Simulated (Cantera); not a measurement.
A closed system holds: 1 mol H2S, 0.067 mol O2, 1.7 mol H2O, at 3177 °C and 38.0 bar.

Cantera equilibrium calculation (NASA polynomials, part measured and part estimated; ideal gas, pure solids and liquids). Candidate condensed phases: H2O, H2SO4, S; 19 gas species. The ideal-gas law is rough above about 30 bar. Kinetics and transport are ignored.

Base state: H2 0.340, H2O 0.340, SO 0.0722, H 0.0498, SH 0.0495, SO2 0.0399, S2 0.0351, S 0.0242 (mole fractions); condensed: gas only.

### Question
What changes in the equilibrium state with this change: temperature from 3177 °C to 3100 °C?

### Answer
```json
[
 {"species": "H2O", "before": "0.340", "after": "0.353"},
 {"species": "H2", "before": "0.340", "after": "0.339"},
 {"species": "SO", "before": "0.0722", "after": "0.0678"},
 {"species": "H", "before": "0.0498", "after": "0.0414"},
 {"species": "OH", "before": "0.0223", "after": "0.0185"},
 {"species": "S", "before": "0.0242", "after": "0.0213"},
 {"species": "H2S", "before": "0.0236", "after": "0.0266"},
 {"species": "S2", "before": "0.0351", "after": "0.0387"},
 {"species": "SO2", "before": "0.0399", "after": "0.0407"},
 {"species": "SH", "before": "0.0495", "after": "0.0491"},
 {"species": "O", "before": "0.00191", "after": "0.00133"},
 {"species": "O2", "before": "0.000737", "after": "0.000537"},
 {"species": "S2O", "before": "0.00159", "after": "0.00174"}
]
```
